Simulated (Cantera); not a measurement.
Input (Python, Cantera):

```python
import numpy as np
import cantera as ct

gas = ct.Solution("h2o2.yaml")
gas.TPX = 1125, 36000, {'H2': 1, 'O2': 1.02, 'N2': 3.84}
reactor = ct.IdealGasReactor(gas, energy="on", clone=False)
net = ct.ReactorNet([reactor])
net.rtol, net.atol = 1e-08, 1e-16
show = ['H2', 'O2', 'H2O', 'OH', 'O', 'HO2', 'H']
times = np.geomspace(3e-06, 0.5, 14)

steps = ct.SolutionArray(gas, extra=["t"])
rows = []
print(f"{'t/s':>10s}{'T/K':>9s}{'P/Pa':>11s}" + "".join(f"{s:>11s}" for s in show))
for t in times:
    while net.time < t:
        t_next = net.step()
        steps.append(gas.state, t=t_next)
    rows.append([np.interp(t, steps.t, y) for y in (steps.T, steps.P, *steps(*show).X.T)])
    print(f"{t:10.3e}{rows[-1][0]:9.1f}{rows[-1][1]:11.4g}" + "".join(f"{x:11.3e}" for x in rows[-1][2:]))
rate = np.gradient(steps.T, steps.t)
print("integrator steps:", len(steps.t))
if steps.T.max() > steps.T[0] + 200:
    print(f"time of steepest temperature rise: {steps.t[rate.argmax()]:.4e} s")
gas.TPX = 1125, 36000, {'H2': 1, 'O2': 1.02, 'N2': 3.84}
gas.equilibrate("UV")
print(f"equilibrium (UV): T = {gas.T:.1f} K  " + "  ".join(f"{s} {gas[s].X[0]:.3e}" for s in show))
```

Result:

```
       t/s      T/K       P/Pa         H2         O2        H2O         OH          O        HO2          H
 3.000e-06   1125.0    3.6e+04  1.706e-01  1.741e-01  3.979e-11  2.776e-11  4.304e-11  4.941e-10  4.746e-10
 7.565e-06   1125.0    3.6e+04  1.706e-01  1.741e-01  4.208e-10  1.141e-10  2.159e-10  1.281e-09  1.375e-09
 1.908e-05   1125.0    3.6e+04  1.706e-01  1.741e-01  4.971e-09  6.131e-10  1.271e-09  3.597e-09  6.283e-09
 4.810e-05   1125.0    3.6e+04  1.706e-01  1.741e-01  1.427e-07  1.148e-08  2.429e-08  2.110e-08  1.129e-07
 1.213e-04   1125.3  3.601e+04  1.704e-01  1.740e-01  1.542e-04  1.195e-05  2.436e-05  1.120e-05  1.131e-04
 3.059e-04   2116.6  6.398e+04  1.269e-02  8.974e-02  1.499e-01  2.138e-02  1.779e-02  9.798e-06  1.478e-02
 7.713e-04   2464.2  7.285e+04  3.934e-03  9.187e-02  1.717e-01  1.621e-02  5.104e-03  8.338e-06  1.871e-03
 1.945e-03   2477.1  7.317e+04  3.560e-03  9.209e-02  1.727e-01  1.559e-02  4.613e-03  8.813e-06  1.596e-03
 4.904e-03   2477.1  7.317e+04  3.559e-03  9.209e-02  1.727e-01  1.559e-02  4.613e-03  8.813e-06  1.596e-03
 1.237e-02   2477.1  7.317e+04  3.559e-03  9.209e-02  1.727e-01  1.559e-02  4.613e-03  8.813e-06  1.596e-03
 3.118e-02   2477.1  7.317e+04  3.559e-03  9.209e-02  1.727e-01  1.559e-02  4.613e-03  8.813e-06  1.596e-03
 7.863e-02   2477.1  7.317e+04  3.559e-03  9.209e-02  1.727e-01  1.559e-02  4.613e-03  8.813e-06  1.596e-03
 1.983e-01   2477.1  7.317e+04  3.559e-03  9.209e-02  1.727e-01  1.559e-02  4.613e-03  8.813e-06  1.596e-03
 5.000e-01   2477.1  7.317e+04  3.559e-03  9.209e-02  1.727e-01  1.559e-02  4.613e-03  8.813e-06  1.596e-03
integrator steps: 1103
time of steepest temperature rise: 1.9033e-04 s
equilibrium (UV): T = 2477.1 K  H2 3.559e-03  O2 9.209e-02  H2O 1.727e-01  OH 1.559e-02  O 4.613e-03  HO2 8.813e-06  H 1.596e-03
```

Computed with Cantera and the H2/O2 subset of GRI-Mech 3.0, which has no nitrogen chemistry.
